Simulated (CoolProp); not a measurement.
The fluid at 293.15 K and 0.0251 MPa is compressed adiabatically to 0.0834 MPa with isentropic efficiency 0.6. The same conditions are run with several fluids, on thermodynamics alone (safety and materials aside).

Computed with CoolProp (reference Helmholtz-energy equation of state of each fluid (the fluoroketone C6F12O (FK-5-1-12): McLinden 2015; R152A: Outcalt 1996; nitrogen: Span 2000; cyclopropane: Polt 1992)). The equations of Platzer and Polt are older, rougher fits.

| fluid | work (kJ/kg) | final temperature (K) | final phase | final density (kg/m³) |
|---|---|---|---|---|
| the fluoroketone C6F12O (FK-5-1-12) | … | … | … | 11.2 |
| R152A | … | 365.8 | gas | 1.83 |
| nitrogen | 208 | 491.9 | gas | 0.571 |
| cyclopropane | 126 | … | gas | 1.13 |

Fill in the missing entries.


- the fluoroketone C6F12O (FK-5-1-12), work (kJ/kg): 14.8
- the fluoroketone C6F12O (FK-5-1-12), final temperature (K): 316.7
- the fluoroketone C6F12O (FK-5-1-12), final phase: two-phase, vapour fraction 0.950
- R152A, work (kJ/kg): 78.9
- cyclopropane, final temperature (K): 376.9
